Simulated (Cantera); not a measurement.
Charge: 1 mol Fe, 0.012 mol CO2, 58 mol H2, 1.9 mol SO2, held at 1898.15 K and 1.33 mbar.

Equilibrium computed with Cantera from the NASA thermochemical tables; the gas is ideal and each condensed phase is pure. Candidate condensed phases: C, C6H6, C7H8, C8H18, Fe, Fe(CO)5, FeO, Fe(OH)2, Fe(OH)3, FeS, FeSO4, FeS2, Fe2O3, Fe2(SO4)3, Fe3O4, H2O, H2SO4, S; 127 gas species. The numbers say what is thermodynamically allowed, not how fast it happens.

Question: What is the equilibrium state?

Answer: x(H2): 0.880
x(H2O): 0.0604
x(H): 0.0201
x(Fe): 0.0165
x(S2): 0.00890
x(SH): 0.00499
x(S): 0.00407
x(H2S): 0.00240
x(SO): 0.00176
gas amount: 60.69 mol
log10 activity of Fe(l) (absent): -0.70
log10 activity of S(l) (absent): -3.99
log10 activity of C(graphite) (absent): -9.17
